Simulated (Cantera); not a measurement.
A closed system holds: 1 mol NiS, 5.8 mol H₂, 0.61 mol N₂, held at 627 °C and 0.0190 bar.

These are equilibrium values from Cantera (NASA tables, ideal gas, pure condensed phases), not measurements of a reactor. Candidate condensed phases: Ni, NiS, NiS₂, Ni₃S₂, Ni₃S₄, S; 17 gas species. The numbers say what is thermodynamically allowed, not how fast it happens.

Base state: H₂ 0.853, N₂ 0.0952, H₂S 0.0520 (mole fractions); condensed: Ni₃S₂(s).

Problem. What changes in the equilibrium state with this change: temperature from 627 °C to 1525 °C?

Solution. 
```tsv
species	before	after
H₂	0.853	0.867
N₂	0.0952	0.0932
H₂S	0.0520	0.0159
S₂	9.64e-7	0.0149
Ni	<1e-9	0.000654
H	<1e-9	0.00238
S	<1e-9	0.000648
NiS	<1e-9	0.000357
SH	2.74e-7	0.00493
Ni₃S₂(s), mol	0.333	0
Ni₃S₂(l), mol	0	0.331
```

Problem. What changes in the equilibrium state with this change: NiS replaced by Fe₂O₃?

Solution. 
```tsv
species	before	after
H₂	0.853	0.749
H₂O	0	0.156
N₂	0.0952	0.0952
H₂S	0.0520	0
Ni₃S₂(s), mol	0.333	0
FeO(s), mol	0	2.00
```
The tables' stoichiometric FeO is somewhat more stable than real wüstite, so its field is too wide. FeO: taken at fixed stoichiometry. Further candidate phases: Fe, FeO, Fe(OH)₂, Fe(OH)₃, Fe₂O₃, Fe₃O₄, H₂O.
